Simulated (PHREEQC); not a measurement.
A solution holds 0.75 mol/kgw Li2SO4, 0.09 mol/kgw Na2SO4 and 1.1 mol/kgw KBr, at 25 °C. Closed to the air; pH follows from the charge balance.

All values are PHREEQC results (Pitzer model, pitzer.dat), not measurements.

This is a speciation only: nothing precipitates in the calculation.

What activity of water does the model give?

activity of water 0.925.
